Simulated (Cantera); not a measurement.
A Cantera script and what it prints.

```python
import numpy as np
import cantera as ct

gas_names = """
    CO2 CO
""".split()
cond_names = """
    Ti2O3(a) Ti2O3(b) Ti2O3(L) Ti3O5(a) Ti3O5(b) Ti3O5(L)
""".split()


# ... load() reads the species with a 1 bar reference pressure and builds the phases ...
species = {s.name: s for s in load("nasa_gas.yaml", gas_names) + load("nasa_condensed.yaml", cond_names)}
# Each term lists the table entries of one substance; the one whose range holds T is used.
reactions = {
    '3 Ti2O3 + CO2(g) = 2 Ti3O5 + CO(g)':
        [(-3, ['Ti2O3(a)', 'Ti2O3(b)', 'Ti2O3(L)']), (-1, ['CO2']), (2, ['Ti3O5(a)', 'Ti3O5(b)', 'Ti3O5(L)']), (1, ['CO'])],
}


def pick(names, T):
    return next(species[n] for n in names if species[n].thermo.min_temp <= T <= species[n].thermo.max_temp)


results = []
for label, terms in reactions.items():
    print(label)
    print("     T/K   dH/kJ  dS/(J/K)   dG/kJ   log10 K")
    for T in [1750, 1950, 2150, 2350, 2550, 2750]:
        used = [(nu, pick(names, T)) for nu, names in terms]
        dH = sum(nu * s.thermo.h(T) for nu, s in used) / 1e6
        dS = sum(nu * s.thermo.s(T) for nu, s in used) / 1e3
        dG = dH - T * dS / 1e3
        logK = -dG * 1e6 / (ct.gas_constant * T * np.log(10))
        results.append((label, T, dH, dS, dG, logK, [s.name for _, s in used]))
        print(f"{T:8g} {dH:8.1f} {dS:8.1f} {dG:8.1f} {logK:8.2f}")
```

It prints:

```
3 Ti2O3 + CO2(g) = 2 Ti3O5 + CO(g)
     T/K   dH/kJ  dS/(J/K)   dG/kJ   log10 K
    1750    -86.8     16.4   -115.4     3.45
    1950    -82.4     18.7   -118.9     3.19
    2150    -45.0     41.7   -134.6     3.27
    2350    -36.9     45.3   -143.3     3.18
    2550    -28.9     48.5   -152.7     3.13
    2750    -20.9     51.6   -162.7     3.09
```

Cantera with NASA thermochemical tables; ideal gases at 1 bar, condensed phases pure. Condensed species are held in their standard states even where they would react or evaporate.
